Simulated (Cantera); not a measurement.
A closed system holds: 1 mol SiO2, 0.53 mol F2, 0.08 mol O2, held at 477 °C and 0.110 bar.

Equilibrium computed with Cantera from the NASA thermochemical tables; the gas is ideal and each condensed phase is pure. Candidate condensed phases: Si, SiO2; 17 gas species. Rates play no part.

Problem. What is the equilibrium state?

Solution. 
```
Item                                   Value
--------------------------------  ----------
x(O2)                                  0.566
x(SiF4)                                0.434
n(SiO2(α-quartz))                  0.735 mol
gas amount                        0.6100 mol
log10 activity of Si(s) (absent)      -52.72
```
